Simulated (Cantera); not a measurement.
A freely propagating, adiabatic, planar premixed flame of 28.9 % H₂, 13.2 % O₂, 57.9 % N₂, unburnt at 325 K and 21000 Pa; mixture-averaged transport, grid criteria slope 0.08 and curve 0.16, no radiation.

Detailed kinetics in Cantera: the H2/O2 subset of GRI-Mech 3.0, which has no nitrogen chemistry. Burning velocities carry a grid error of a few per cent, more on coarse grids.

Problem. Predict: laminar burning velocity; thermal thickness; peak x(O); peak x(OH); peak x(H₂O₂); peak x(H).

Solution. 
| Property | Result |
|---|---|
| laminar burning velocity | 218 cm/s |
| thermal thickness | 2.96 mm |
| peak x(O) | 0.00907 |
| peak x(OH) | 0.0113 |
| peak x(H₂O₂) | 5.39e-5 |
| peak x(H) | 0.0653 |
